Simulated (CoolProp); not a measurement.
Vapour-liquid equilibrium of cyclohexane (1) + n-heptane (2) at 107.55 °C; x and y are mole fractions of (1).

Values from CoolProp's multi-fluid Helmholtz-energy mixture model, Zhou 2014 and Span 2003; pair parameters Bell 2016.

Problem. Give the bubble pressure and the first vapour's composition at x = 0.25, 0.75, 0.95. Is there an azeotrope?

Solution. x = 0.25: 0.1528 MPa, y = 0.347; x = 0.75: 0.1935 MPa, y = 0.821; x = 0.95: 0.2088 MPa, y = 0.966. No azeotrope shows between x = 0.05 and 0.95.

Pair parameters are fitted to limited data, so mixtures are less certain than the pure fluids.
